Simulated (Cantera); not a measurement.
Cantera run, input and output.

```python
import numpy as np
import cantera as ct

gas = ct.Solution("gri30.yaml")
gas.TPX = 1125, 1000000, {'CH4': 0.0059, 'O2': 0.048, 'N2': 1, 'H2': 0.03}
inlet = ct.Reservoir(gas, clone=True)

reactor = ct.IdealGasConstPressureReactor(gas, energy="off", clone=False)
exhaust = ct.Reservoir(gas, clone=True)
tau = [0.4, 0.25, 0.16, 0.097, 0.06, 0.038, 0.024, 0.015, 0.0091][0]
for a, b in ((inlet, reactor), (reactor, exhaust)):
    ct.MassFlowController(a, b, mdot=lambda t: reactor.mass / tau)
net = ct.ReactorNet([reactor])
show = ['CH4', 'O2', 'CO', 'H2O2', 'C2H2', 'O', 'H']

rows = []
print(f"{'tau/s':>10s}{'T/K':>9s}" + "".join(f"{s:>11s}" for s in show))
for tau in [0.4, 0.25, 0.16, 0.097, 0.06, 0.038, 0.024, 0.015, 0.0091]:
    net.initial_time = 0.0
    net.advance(30 * tau)
    before = gas.X
    net.advance(40 * tau)
    drift = np.max(np.abs(gas.X - before) / (gas.X + 1e-9))
    rows.append([gas.T, *gas[show].X, drift])
    print(f"{tau:10.3e}{gas.T:9.1f}" + "".join(f"{x:11.3e}" for x in gas[show].X))
```

Output:

```
     tau/s      T/K        CH4         O2         CO       H2O2       C2H2          O          H
 4.000e-01   1125.0  1.638e-04  2.095e-02  7.440e-04  2.705e-06  1.163e-08  1.090e-07  5.257e-08
 2.500e-01   1125.0  2.181e-04  2.131e-02  9.448e-04  4.155e-06  1.401e-08  1.388e-07  8.020e-08
 1.600e-01   1125.0  2.873e-04  2.176e-02  1.171e-03  6.187e-06  1.704e-08  1.714e-07  1.187e-07
 9.700e-02   1125.0  3.934e-04  2.242e-02  1.463e-03  9.545e-06  2.164e-08  2.123e-07  1.817e-07
 6.000e-02   1125.0  5.341e-04  2.327e-02  1.768e-03  1.425e-05  2.759e-08  2.550e-07  2.686e-07
 3.800e-02   1125.0  7.156e-04  2.432e-02  2.056e-03  2.051e-05  3.487e-08  2.973e-07  3.815e-07
 2.400e-02   1125.0  9.590e-04  2.566e-02  2.307e-03  2.897e-05  4.375e-08  3.404e-07  5.298e-07
 1.500e-02   1125.0  1.284e-03  2.738e-02  2.476e-03  4.016e-05  5.380e-08  3.839e-07  7.187e-07
 9.100e-03   1125.0  1.724e-03  2.957e-02  2.504e-03  5.474e-05  6.371e-08  4.282e-07  9.553e-07
```

Cantera simulation using GRI-Mech 3.0 (53 species, 325 reactions); the numbers are that mechanism's predictions, not measurements. The temperature is held fixed by assumption; the heat of reaction is taken as removed at once.
